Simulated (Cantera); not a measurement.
What does this Cantera script print?

```python
import numpy as np
import cantera as ct

gas_names = """
    Fe H H2 H2S S SH S2 S8
""".split()
cond_names = """
    Fe(a) Fe(c) Fe(d) Fe(L) FeS(a) FeS(b) FeS(c) FeS(L) FeS2(s) S(cr1) S(cr2) S(L)
""".split()


def load(file, names, dense=False):
    # The tables refer to 1 bar. Condensed volumes are neglected.
    table = {s.name: s for s in ct.Species.list_from_file(file)}
    out = []
    for n in names:
        d = dict(table[n].input_data)
        d["thermo"] = dict(d["thermo"], **{"reference-pressure": 1e5})
        if dense:
            d["equation-of-state"] = {"model": "constant-volume", "density": "1e6 g/cm^3"}
        out.append(ct.Species.from_dict(d))
    return out


gas = ct.Solution(thermo="ideal-gas", species=load("nasa_gas.yaml", gas_names))
cond = {s.name: ct.Solution(thermo="fixed-stoichiometry", species=[s], name=s.name)
        for s in load("nasa_condensed.yaml", cond_names, dense=True)}
atoms = {
    'FeS2': {'Fe': 1, 'S': 2},
    'H2': {'H': 2},
}
top_T = {'FeS2(s)': 1010}  # K; cautious upper limits of use, not melting points


def equilibrate(T, P, feed):
    n = {}
    for name, mol in feed.items():
        for a, k in atoms[name].items():
            n[a] = n.get(a, 0.0) + k * mol
    gas.TPX = T, P, n
    mass = sum(n.values()) * gas.mean_molecular_weight
    gas.equilibrate("TP")
    valid = [c for c in cond.values() if c.min_temp <= T <= top_T.get(c.name, c.max_temp)]
    mix = ct.Mixture([(gas, mass / gas.mean_molecular_weight)] + [(c, 0.0) for c in valid])
    mix.T, mix.P = T, P
    mix.equilibrate("TP", solver="vcs", rtol=1e-11, max_steps=5000)
    return mix


results = []
feed = {'FeS2': 1, 'H2': 3.5}  # mol
P = 17000  # Pa
for T in [1650, 1700, 1750, 1800, 1850, 1900, 1950, 2000, 2050, 2100, 2150]:
    mix = equilibrate(T, P, feed)
    results.append((T, P, feed, dict(zip(mix.species_names, mix.species_moles))))

top = {s: max(r[3][s] / sum(r[3][g] for g in gas_names) for r in results) for s in gas_names}
cols = sorted((s for s in top if top[s] > 1e-06), key=lambda s: -top[s])[:7]
seen = [c for c in cond_names if any(r[3].get(c, 0) > 1e-12 for r in results)]
print("log10 of partial pressures in bar; condensed amounts in mol")
print(f"{'T/K':>10s}" + "".join(f"{s[:9]:>10s}" for s in cols + seen))
for T, P, feed, n in results:
    ng = sum(n[g] for g in gas_names)
    print(f"{T:10.4g}" + "".join(f"{np.log10(max(n[s] / ng * P / 1e5, 1e-99)):10.3f}" for s in cols)
          + "".join(f"{n.get(c, 0):10.4g}" for c in seen))
```

It prints:

```
log10 of partial pressures in bar; condensed amounts in mol
       T/K        H2       H2S        S2        SH         H        Fe         S    FeS(L)
      1650    -0.872    -1.603    -2.008    -2.996    -4.478    -6.565    -4.707         1
      1700    -0.867    -1.658    -1.959    -2.900    -4.265    -6.108    -4.480         1
      1750    -0.863    -1.714    -1.921    -2.814    -4.065    -5.675    -4.270         1
      1800    -0.860    -1.771    -1.891    -2.735    -3.876    -5.263    -4.075    0.9999
      1850    -0.857    -1.827    -1.867    -2.664    -3.697    -4.872    -3.892    0.9997
      1900    -0.855    -1.884    -1.849    -2.599    -3.528    -4.500    -3.721    0.9993
      1950    -0.853    -1.939    -1.835    -2.539    -3.367    -4.146    -3.561    0.9984
      2000    -0.852    -1.994    -1.825    -2.484    -3.215    -3.809    -3.410    0.9964
      2050    -0.853    -2.048    -1.817    -2.434    -3.071    -3.488    -3.267    0.9925
      2100    -0.854    -2.101    -1.811    -2.387    -2.933    -3.182    -3.132    0.9847
      2150    -0.857    -2.154    -1.805    -2.343    -2.804    -2.891    -3.003    0.9698
```

Method: chemical equilibrium by Gibbs-energy minimisation in Cantera with the NASA 1993 tables (ideal gas, pure condensed phases). FeS: taken at fixed stoichiometry.
